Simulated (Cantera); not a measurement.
An adiabatic, constant-pressure homogeneous reactor starts with H2 : O2 : N2 = 1 : 0.217 : 0.817 (molar parts), equivalence ratio 2.3, at 1500 K and 0.250 bar.

Model: the H2/O2 subset of GRI-Mech 3.0, which has no nitrogen chemistry, integrated in Cantera.

x: mole fraction; the columns are a selection and need not sum to one.

```csv
t (s),T (K),x H2,x O2,x H,x H2O,x O,x H2O2,x OH
9.00e-6,1500,0.492,0.107,2.20e-6,1.58e-6,1.50e-7,[?],1.27e-7
2.06e-5,1500,0.492,0.107,3.63e-5,3.73e-5,2.52e-6,[?],2.13e-6
4.73e-5,1512,0.466,0.0972,0.0157,0.0170,0.00107,[?],0.000920
0.000109,1787,0.214,0.00234,0.165,0.196,0.00579,[?],0.00965
0.000249,2009,0.234,0.00179,0.134,0.200,0.00485,[?],0.0116
0.000571,2247,0.253,0.00117,0.102,0.206,0.00341,[?],0.0123
0.00131,2468,0.271,0.000646,0.0719,0.214,0.00198,1.99e-8,0.0113
0.00300,2611,0.282,0.000368,0.0527,0.220,0.00116,1.85e-8,0.00960
0.00688,2641,0.284,0.000318,0.0487,0.221,0.00101,1.85e-8,0.00913
0.0158,2641,0.284,0.000317,0.0486,0.221,0.00100,1.85e-8,0.00912
0.0362,2641,0.284,0.000317,0.0486,0.221,0.00100,1.85e-8,0.00912
0.0829,2641,0.284,0.000317,0.0486,0.221,0.00100,1.85e-8,0.00912
0.190,2641,0.284,0.000317,0.0486,0.221,0.00100,1.85e-8,0.00912
0.436,2641,0.284,0.000317,0.0486,0.221,0.00100,1.85e-8,0.00912
1.00,2641,0.284,0.000317,0.0486,0.221,0.00100,1.85e-8,0.00912
```

**Question.** Fill in the missing entries.

**Answer.** 
- 9.00e-6, x H2O2: 1.77e-8
- 2.06e-5, x H2O2: 7.68e-8
- 4.73e-5, x H2O2: 2.03e-7
- 0.000109, x H2O2: 1.56e-7
- 0.000249, x H2O2: 7.25e-8
- 0.000571, x H2O2: 3.27e-8
